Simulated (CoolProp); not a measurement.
Neopentane along the isobar 3.44 MPa: density (kg/m³) from the reference equation and from simpler models built on Tc = 160.6 °C, pc = 3.196 MPa, ω = 0.196; each cubic takes its own stable root.

Model: reference Helmholtz-energy equation of state, Lemmon 2006, in CoolProp. It is a short technical equation, of lower accuracy than the large ones.

```
T (°C)          phase  reference
------  -------------  ---------
159.15         liquid      344.8
166.75  supercritical      184.8
174.45  supercritical      132.4
182.05  supercritical      115.8
189.65  supercritical      105.6
197.35  supercritical      98.19
204.95  supercritical      92.47
212.65  supercritical      87.73
220.25  supercritical      83.78
227.95  supercritical      80.33
235.55  supercritical      77.34
243.25  supercritical      74.64
250.85  supercritical      72.24
258.55  supercritical      70.04
```

Problem. How far does each simpler model (Redlich-Kwong, Soave-Redlich-Kwong) lie from the reference over these 14 states: mean and median of the absolute difference, and the worst?

Solution. 
- Redlich-Kwong: mean 2.8 %, median 1.8 %, worst -19.1 % at 159.15 °C and 3.44 MPa
- Soave-Redlich-Kwong: mean 3.4 %, median 1.7 %, worst -18.6 % at 159.15 °C and 3.44 MPa
